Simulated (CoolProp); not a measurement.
Isobutene along the isotherm 428 K: density (kg/m³) from the reference equation and from simpler models built on Tc = 418.1 K, pc = 4016 kPa, ω = 0.193; each cubic takes its own stable root.

Values from CoolProp's reference Helmholtz-energy equation of state, Lemmon 2005. It is a short technical equation, of lower accuracy than the large ones.

| p (kPa) | phase | reference |
|---|---|---|
| 127 | gas | 2.023 |
| 214 | gas | 3.433 |
| 362 | gas | 5.881 |
| 610 | gas | 10.13 |
| 1030 | gas | 17.80 |
| 1740 | gas | 32.49 |
| 2930 | gas | 65.22 |
| 4950 | supercritical | 296.1 |
| 8350 | supercritical | 403.4 |
| 14100 | supercritical | 450.2 |
| 23800 | supercritical | 490.3 |
| 40200 | supercritical | 529.5 |

How far does each simpler model (ideal gas, van der Waals, Soave-Redlich-Kwong, Peng-Robinson) lie from the reference over these 12 states: mean and median of the absolute difference, and the worst?


- ideal gas: mean 24.9 %, median 17.6 %, worst -73.6 % at 428 K and 4950 kPa
- van der Waals: mean 11.3 %, median 3.2 %, worst -26.8 % at 428 K and 8350 kPa
- Soave-Redlich-Kwong: mean 4.3 %, median 1.1 %, worst -17.8 % at 428 K and 4950 kPa
- Peng-Robinson: mean 2.7 %, median 1.3 %, worst -11.0 % at 428 K and 4950 kPa
